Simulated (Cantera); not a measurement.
**Transport properties of process gases**

Gas mixture: NH3 : C3H8 = 0.3 : 0.41 (molar parts), at 32000 Pa, frozen composition.

Cantera's kinetic-theory transport with the Lennard-Jones parameters of GRI-Mech 3.0, ideal gas; thermal conductivity in the multicomponent form. Polar gases are described roughly by these parameters. The composition is frozen, though it would react at the higher temperatures.

```
T (K)  ρ (kg/m³)  cp (J/kg/K)  μ (µPa s)  λ (mW/m/K)     Pr  D (cm²/s) CH3  D (cm²/s) H  D (cm²/s) H2O
-----  ---------  -----------  ---------  ----------  -----  -------------  -----------  -------------
400        0.314         2164       11.9        34.5  0.744          0.843         4.44          0.782
550        0.229         2701       15.9        56.6  0.757           1.51         7.94           1.47
700        0.180         3151       19.5        80.5  0.764           2.31         12.2           2.34
850        0.148         3514       22.9         105  0.768           3.24         17.1           3.38
1000       0.126         3819       26.0         129  0.770           4.29         22.6           4.56
1150       0.109         4046       28.9         152  0.770           5.45         28.7           5.88
1300      0.0967         4246       31.6         174  0.769           6.71         35.3           7.32
1450      0.0867         4419       34.2         196  0.769           8.07         42.5           8.89
1600      0.0786         4570       36.7         218  0.769           9.52         50.1           10.6
```
D: mixture-averaged diffusion coefficient of that species in the mixture.
